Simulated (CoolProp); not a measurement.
c-C4F8 (RC318) along the isotherm 26.85 °C: Z from the reference equation and from simpler models built on Tc = 115.2 °C, pc = 2.778 MPa, ω = 0.355; each cubic takes its own stable root.

Values from CoolProp's reference Helmholtz-energy equation of state, Platzer 1990. This equation is an older, rougher fit; its heat capacities, sound speeds and derivatives of the liquid may be far off and weren't checked against measurements.

```tsv
p (MPa)	phase	reference	van der Waals	Redlich-Kwong	Soave-Redlich-Kwong	Peng-Robinson
0.534	liquid	0.02870	0.8825	0.03283	0.03073	0.02710
1.07	liquid	0.05735	0.09333	0.06525	0.06126	0.05406
1.6	liquid	0.08554	0.1377	0.09683	0.09116	0.08050
2.14	liquid	0.1141	0.1820	0.1286	0.1214	0.1072
2.67	liquid	0.1421	0.2247	0.1594	0.1508	0.1333
3.2	liquid	0.1699	0.2668	0.1898	0.1799	0.1591
3.74	liquid	0.1981	0.3091	0.2205	0.2094	0.1853
4.27	liquid	0.2257	0.3501	0.2503	0.2382	0.2109
4.81	liquid	0.2536	0.3915	0.2804	0.2673	0.2367
5.34	liquid	0.2810	0.4317	0.3097	0.2957	0.2620
5.88	liquid	0.3088	0.4723	0.3393	0.3244	0.2876
6.41	liquid	0.3359	0.5118	0.3681	0.3525	0.3126
6.94	liquid	0.3630	0.5510	0.3968	0.3804	0.3374
```

At some of these states van der Waals gives the other phase, because its saturation line lies elsewhere.
